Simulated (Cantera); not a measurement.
Input: 1 mol Si, 0.51 mol H2O, 390 mol N2, equilibrated at 1075 °C and 0.640 Pa.

Cantera equilibrium calculation (NASA polynomials, part measured and part estimated; ideal gas, pure solids and liquids). Candidate condensed phases: H2O, Si, SiO2, Si2N2O, Si3N4; 35 gas species. N2 is the only nitrogen source here; it is nearly inert below about 1500 K, so the nitride shown seldom forms there in practice. Rates play no part.

Base state: N2 0.997, SiO 0.00131, H2 0.00129, H 3.28e-5, Si 1.21e-5 (mole fractions); condensed: Si3N4(s).

Problem. What changes in the equilibrium state with this change: pressure from 0.640 Pa to 23.0 Pa?

Solution. 
```json
[
 {"species": "N2", "before": "0.997", "after": "0.999"},
 {"species": "H2", "before": "0.00129", "after": "0.00130"},
 {"species": "SiO", "before": "0.00131", "after": "5.13e-5"},
 {"species": "H", "before": "3.28e-5", "after": "5.51e-6"},
 {"species": "Si", "before": "1.21e-5", "after": "7.14e-9"},
 {"species": "Si3N4(s), mol", "before": "0.162", "after": "0"},
 {"species": "Si2N2O(s), mol", "before": "0", "after": "0.490"}
]
```

Problem. What changes in the equilibrium state with this change: temperature from 1075 °C to 1927 °C?

Solution. 
```json
[
 {"species": "N2", "before": "0.997", "after": "0.995"},
 {"species": "H", "before": "3.28e-5", "after": "0.00260"},
 {"species": "SiO", "before": "0.00131", "after": "0.00130"},
 {"species": "H2", "before": "0.00129", "after": "1.36e-6"},
 {"species": "Si", "before": "1.21e-5", "after": "0.00125"},
 {"species": "Si3N4(s), mol", "before": "0.162", "after": "0"}
]
```

Problem. What changes in the equilibrium state with this change: pressure from 0.640 Pa to 0.100 bar?

Solution. 
```json
[
 {"species": "N2", "before": "0.997", "after": "0.999"},
 {"species": "H2", "before": "0.00129", "after": "0.00131"},
 {"species": "SiO", "before": "0.00131", "after": "5.09e-7"},
 {"species": "H", "before": "3.28e-5", "after": "2.65e-7"},
 {"species": "Si", "before": "1.21e-5", "after": "<1e-9"},
 {"species": "Si3N4(s), mol", "before": "0.162", "after": "0"},
 {"species": "SiO2(β-quartz), mol", "before": "0", "after": "0.00652"},
 {"species": "Si2N2O(s), mol", "before": "0", "after": "0.497"}
]
```
Mutual solubility and eutectic melting of coexisting phases are not modelled. The tables hold silica as quartz up to 1696 K and as liquid above; real silica turns to tridymite and cristobalite and melts near 1996 K.
